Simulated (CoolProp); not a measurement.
Vapour-liquid equilibrium of n-butane (1) + acetone (2) at 117 kPa; x and y are mole fractions of (1).

Values from CoolProp's multi-fluid Helmholtz-energy mixture model, Bücker 2006 and Lemmon 2006; pair parameters Bell 2016.

**Question.** Give the bubble temperature and the first vapour's composition at x = 0.5, 0.65, 0.8. Is there an azeotrope?

**Answer.** x = 0.5: 279.7 K, y = 0.910; x = 0.65: 279.2 K, y = 0.914; x = 0.8: 278.3 K, y = 0.927. No azeotrope shows between x = 0.05 and 0.95.

Pair parameters are fitted to limited data, so mixtures are less certain than the pure fluids. With so large a gap from Raoult's law the liquid may split in two, which this calculation doesn't test in full.
